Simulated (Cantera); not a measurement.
Mixture: C₃H₈ : O₂ : N₂ : H₂O = 1 : 8.2 : 30.8 : 5.4 (molar parts), at 480 Torr, adiabatic and at constant pressure. Ignition delay is the time to a rise of 400 K.

Detailed kinetics in Cantera: GRI-Mech 3.0 (53 species, 325 reactions). GRI-Mech 3.0 was tuned for natural gas; its chemistry of propane as a main component is partial and can be far from experiment. Where the delays flatten at high temperature, the 400 K rule measures the pace of heat release, not the induction time.

Question: Predict: delay at 1298 K; delay at 1448 K; delay at 1598 K; delay at 1748 K; delay at 1898 K.

Answer: 
| Property | Value |
|---|---|
| delay at 1298 K | 1.34 ms |
| delay at 1448 K | 0.176 ms |
| delay at 1598 K | 50.0 µs |
| delay at 1748 K | 24.8 µs |
| delay at 1898 K | 28.8 µs |
